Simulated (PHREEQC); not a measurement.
**City or well water (model solution)**

Model water analysis in mg/kgw, 40 °C, pH 8.12, pe 12: Na 31.2; K 0.877; Ca 15.4; Mg 15.4; Cl 9.68; S(6) as SO4 80.9; Alkalinity as HCO3 96.6; Pb 0.877; Sr 6.06.

Cl is adjusted to close the charge balance.
Valence states are taken as typed.

Equilibrium calculation in PHREEQC: ion-association model, phreeqc.dat.

This is a speciation only: nothing precipitates in the calculation.

Q: Estimate the ionic strength, specific conductance.

A: ionic strength 0.00499 mol/kgw; specific conductance 482 µS/cm.

Q: In which forms is Pb present?

A: PbCO3 94 %, Pb(CO3)2-2 3.5 %, PbOH+ 1.4 %, Pb+2 0.7 %, PbHCO3+ 0.6 % of the Pb.

The solution is supersaturated, for example in Pb(OH)2, Cerussite, so a real one may precipitate; this is no full list. Constants without temperature data keep their 25 °C values here.
